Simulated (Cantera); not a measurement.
## Equilibrium for titanium nitride, carbide and oxide coatings: Ti + C₃H₈ + H₂

A closed system holds: 1 mol Ti, 2.4 mol C₃H₈, 140 mol H₂, held at 1575 °C and 10.0 mbar.

Cantera equilibrium calculation (NASA polynomials, part measured and part estimated; ideal gas, pure solids and liquids). Candidate condensed phases: C, C₆H₆, C₇H₈, C₈H₁₈, Ti, TiC; 77 gas species. TiC: taken at fixed stoichiometry. Kinetics and transport are ignored.

```json
{
 "x(H₂)": "0.994",
 "x(H)": "0.00529",
 "x(C₂H₂ (acetylene))": "0.000256",
 "x(CH₄)": "6.51e-6",
 "n(C(graphite))": "6.12 mol",
 "n(TiC(s))": "1.00 mol",
 "gas_amount": "150.0 mol",
 "log10 activity of Ti(β) (absent)": "-4.54"
}
```
